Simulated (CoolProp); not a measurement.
Vapour-liquid equilibrium of carbon dioxide (1) + R143a (2) at 229.9 K; x and y are mole fractions of (1).

Values from CoolProp's multi-fluid Helmholtz-energy mixture model, Span 1996 and Lemmon and Jacobsen 2000; pair parameters Bell 2016.

| x | bubble pressure (kPa) | y at the bubble point | dew pressure at overall composition x (kPa) | liquid density (mol/L) |
|---|---|---|---|---|
| 0.05 | 154.9 | 0.243 | 127.6 | 14.09 |
| 0.125 | 212.8 | 0.486 | 137.0 | … |
| 0.2 | 277.7 | 0.636 | 147.9 | 15.22 |
| 0.275 | 345.9 | 0.732 | 160.7 | … |
| 0.35 | 414.0 | 0.796 | 176.0 | 16.49 |
| 0.425 | 479.6 | 0.841 | 194.5 | 17.20 |
| 0.5 | 541.2 | … | 217.5 | 17.97 |
| 0.575 | 598.4 | 0.899 | 246.8 | … |
| 0.65 | 651.7 | 0.919 | 285.6 | 19.72 |
| 0.725 | 702.2 | 0.937 | 339.4 | 20.74 |
| 0.8 | 751.4 | 0.954 | 418.5 | … |
| 0.875 | 801.0 | 0.970 | 543.6 | 23.14 |
| 0.95 | 852.8 | … | 740.2 | … |

Problem. Complete the blanks.

Solution. 
- 0.125, liquid density (mol/L): 14.64
- 0.275, liquid density (mol/L): 15.83
- 0.5, y at the bubble point: 0.874
- 0.575, liquid density (mol/L): 18.80
- 0.8, liquid density (mol/L): 21.87
- 0.95, y at the bubble point: 0.987
- 0.95, liquid density (mol/L): 24.58

No azeotrope shows between x = 0.05 and 0.95.

Pair parameters are fitted to limited data, so mixtures are less certain than the pure fluids. The gap from Raoult's law changes sign with composition, which may be real or a fault of the pair parameters; it wasn't checked against measurements.
